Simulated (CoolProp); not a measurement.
The numbers come from the reference Helmholtz-energy equation of state, Gao 2022 in CoolProp.

For n-perfluoropentane, give the phase and the Z, cv (kJ/(kg K)), isothermal compressibility (1/MPa), expansivity (1/kK) at 371.6 K and 31.5 bar.


- 371.6 K and 31.5 bar: liquid; Z 0.217, cv 0.921, isothermal compressibility 0.0118, expansivity 3.34
